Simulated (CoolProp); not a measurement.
Model: reference Helmholtz-energy equation of state, Setzmann 1991, in CoolProp.

Q: For methane, give the phase and the cp (kJ/(kg K)), speed of sound (m/s) at 19.35 °C and 908 kPa; 48.75 °C and 908 kPa.

A: 
- 19.35 °C and 908 kPa: gas; cp 2.27, speed of sound 442
- 48.75 °C and 908 kPa: gas; cp 2.33, speed of sound 463
